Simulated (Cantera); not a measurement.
**Thermodynamics of aluminium nitride and oxide growth, feed Al(CH3)3 + N2O + H2**

Feed: 1 mol Al(CH3)3, 20 mol N2O, 69 mol H2, equilibrated at 23.0 Pa.

Equilibrium computed with Cantera from the NASA thermochemical tables; the gas is ideal and each condensed phase is pure. Candidate condensed phases: Al, AlN, Al2O3, C, C6H6, C7H8, C8H18, H2O; 148 gas species. The feed counts by its element totals alone. The tables' values for AlOH are old estimates; treat these amounts as uncertain. Equilibrium is a limit: real reactors are often held back by kinetics, nucleation or transport.

```tsv
T (K)	x H2	x H	x N2	x H2O	x CO	x CO2	x OH	n Al2O3(s)
723	0.621	4.38e-12	0.207	0.141	0.0114	0.0197	<1e-12	0.500
873	0.613	2.42e-9	0.207	0.148	0.0189	0.0122	<1e-12	0.500
1023	0.609	2.13e-7	0.207	0.153	0.0234	0.00768	1.41e-10	0.500
1173	0.606	6.05e-6	0.207	0.155	0.0259	0.00521	1.07e-8	0.500
1323	0.605	8.13e-5	0.207	0.157	0.0273	0.00381	3.05e-7	0.500
1473	0.603	0.000648	0.207	0.158	0.0281	0.00297	4.40e-6	0.500
1623	0.601	0.00353	0.207	0.158	0.0286	0.00242	3.89e-5	0.500
1773	0.592	0.0144	0.206	0.157	0.0288	0.00206	0.000238	0.500
1923	0.566	0.0467	0.202	0.154	0.0285	0.00181	0.00109	0.500
2073	0.505	0.123	0.194	0.144	0.0275	0.00161	0.00399	0.498
2223	0.395	0.265	0.177	0.118	0.0252	0.00140	0.0114	0.475
```
x: gas mole fraction; n: condensed amount in mol.

From 723 K to 2223 K the condensed part is Al2O3(s).
